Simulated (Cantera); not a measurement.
A closed system holds: 1 mol SiCl₄, 28 mol N₂, 2.8 mol H₂, held at 100 Torr.

Cantera equilibrium calculation (NASA polynomials, part measured and part estimated; ideal gas, pure solids and liquids). Candidate condensed phases: NH₄Cl, Si, Si₃N₄; 28 gas species. N₂ is the only nitrogen source here; it is nearly inert below about 1500 K, so the nitride shown seldom forms there in practice. The tables' values for SiCl₃ are old estimates; treat these amounts as uncertain. Rates play no part. All values below are at 1423 K.

Base state: N₂ 0.855, HCl 0.101, H₂ 0.0367, SiCl₄ 0.00410, SiCl₂ 0.00159, SiCl₃ 0.00129, SiHCl₃ 0.000116 (mole fractions); condensed: Si₃N₄(s).

**Question.** What changes in the equilibrium state with this change: H₂ from 2.8 to 14 mol?

**Answer.** 
```
species          before     after
-------------  --------  --------
N₂                0.855     0.631
H₂               0.0367     0.277
HCl               0.101    0.0914
SiCl₂           0.00159  0.000213
SiCl₄           0.00410   5.99e-5
SiCl₃           0.00129   5.68e-5
SiHCl₃         0.000116   1.41e-5
Si₃N₄(s), mol     0.257     0.328
```
